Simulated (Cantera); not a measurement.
Input: 1 mol Hg, 0.24 mol O₂, 7.4 mol N₂, equilibrated at 1.00 bar.

Cantera equilibrium calculation (NASA polynomials, part measured and part estimated; ideal gas, pure solids and liquids). Candidate condensed phases: Hg, HgO; 10 gas species. Rates play no part.

**Question.** At 575 K, list the 3 most abundant gas species with their mole fractions, and the condensed phases.

**Answer.** N₂ 0.934, Hg 0.0659, O₂ 0.000143. Condensed: HgO(s).
